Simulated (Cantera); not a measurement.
A closed system holds: 1 mol Zr, a varied amount of O2, 2.2 mol N2, at 2198.15 K and 0.100 bar.

Cantera equilibrium calculation (NASA polynomials, part measured and part estimated; ideal gas, pure solids and liquids). Candidate condensed phases: Zr, ZrN, ZrO2; 13 gas species. Rates play no part.

Question: At 1.8 mol O2, list the 4 most abundant gas species with their mole fractions, and the condensed phases.

Answer: N2 0.725, O2 0.257, NO 0.0134, O 0.00429. Condensed: ZrO2(tetragonal).
